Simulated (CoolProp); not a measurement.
Properties of n-nonane at several states (Tc = 594.5 K, pc = 2282 kPa, ω = 0.443).

The numbers come from the reference Helmholtz-energy equation of state, Lemmon 2006 in CoolProp. It is a short technical equation, of lower accuracy than the large ones.

```tsv
T (K)	p (kPa)	phase	cp (kJ/(kg K))	Joule-Thomson coefficient (K/MPa)	conductivity (mW/(m K))	Prandtl number
388.7	10700	liquid	2.547	___	111	7.06
292.4	428	liquid	2.187	-0.4329	___	12.0
511.8	2750	liquid	3.130	0.09600	84.7	4.25
300.5	53.3	liquid	2.216	___	126	11.2
593.1	8680	liquid	3.360	0.2906	83.0	3.14
580.2	504	gas	2.860	9.900	39.4	0.755
```

Task: Some entries are withheld; supply them.

Result: 
- 388.7, Joule-Thomson coefficient (K/MPa): -0.3299
- 292.4, conductivity (mW/(m K)): 128
- 300.5, Joule-Thomson coefficient (K/MPa): -0.4226

Viscosity comes from a separate model (Huber 2004). Thermal conductivity comes from a separate model (Huber 2005).
